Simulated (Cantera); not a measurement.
Charge: 1 mol SiH₂Cl₂, 1.4 mol HCl, 81 mol H₂, equilibrated at 133 Pa.

Equilibrium computed with Cantera from the NASA thermochemical tables; the gas is ideal and each condensed phase is pure. Candidate condensed phases: Si; 19 gas species. The tables' values for SiCl₃, SiCl are old estimates; treat these amounts as uncertain. Equilibrium is a limit: real reactors are often held back by kinetics, nucleation or transport.

x: gas mole fraction; n: condensed amount in mol.

```json
[
 {"T (K)": "875", "x H₂": "0.982", "x HCl": "0.00941", "x SiCl₄": "0.00652", "x SiCl₂": "0.000115", "x H": "1.36e-9", "x SiHCl₃": "?", "n Si(s)": "0.307"},
 {"T (K)": "950", "x H₂": "0.976", "x HCl": "0.0182", "x SiCl₄": "0.00431", "x SiCl₂": "0.000521", "x H": "1.50e-8", "x SiHCl₃": "?", "n Si(s)": "0.482"},
 {"T (K)": "1025", "x H₂": "0.968", "x HCl": "0.0279", "x SiCl₄": "0.00175", "x SiCl₂": "0.00143", "x H": "1.17e-7", "x SiHCl₃": "?", "n Si(s)": "0.657"},
 {"T (K)": "1100", "x H₂": "0.964", "x HCl": "0.0330", "x SiCl₄": "0.000367", "x SiCl₂": "0.00230", "x H": "6.95e-7", "x SiHCl₃": "?", "n Si(s)": "0.740"},
 {"T (K)": "1175", "x H₂": "0.963", "x HCl": "0.0341", "x SiCl₄": "5.88e-5", "x SiCl₂": "0.00275", "x H": "3.29e-6", "x SiHCl₃": "?", "n Si(s)": "0.749"},
 {"T (K)": "1250", "x H₂": "0.963", "x HCl": "0.0340", "x SiCl₄": "1.05e-5", "x SiCl₂": "0.00302", "x H": "1.30e-5", "x SiHCl₃": "?", "n Si(s)": "0.738"},
 {"T (K)": "1325", "x H₂": "0.963", "x HCl": "0.0337", "x SiCl₄": "2.22e-6", "x SiCl₂": "0.00323", "x H": "4.40e-5", "x SiHCl₃": "?", "n Si(s)": "0.724"},
 {"T (K)": "1400", "x H₂": "0.963", "x HCl": "0.0334", "x SiCl₄": "5.53e-7", "x SiCl₂": "0.00341", "x H": "0.000131", "x SiHCl₃": "?", "n Si(s)": "0.710"},
 {"T (K)": "1475", "x H₂": "0.963", "x HCl": "0.0331", "x SiCl₄": "1.59e-7", "x SiCl₂": "0.00358", "x H": "0.000349", "x SiHCl₃": "?", "n Si(s)": "0.696"},
 {"T (K)": "1550", "x H₂": "0.963", "x HCl": "0.0328", "x SiCl₄": "5.13e-8", "x SiCl₂": "0.00372", "x H": "0.000846", "x SiHCl₃": "?", "n Si(s)": "0.682"},
 {"T (K)": "1625", "x H₂": "0.962", "x HCl": "0.0325", "x SiCl₄": "1.84e-8", "x SiCl₂": "0.00384", "x H": "0.00189", "x SiHCl₃": "?", "n Si(s)": "0.660"}
]
```

Problem. What belongs in the gaps?

Solution. 
- 875, x SiHCl₃: 0.00149
- 950, x SiHCl₃: 0.00106
- 1025, x SiHCl₃: 0.000523
- 1100, x SiHCl₃: 0.000158
- 1175, x SiHCl₃: 3.92e-5
- 1250, x SiHCl₃: 1.06e-5
- 1325, x SiHCl₃: 3.25e-6
- 1400, x SiHCl₃: 1.13e-6
- 1475, x SiHCl₃: 4.37e-7
- 1550, x SiHCl₃: 1.85e-7
- 1625, x SiHCl₃: 8.49e-8
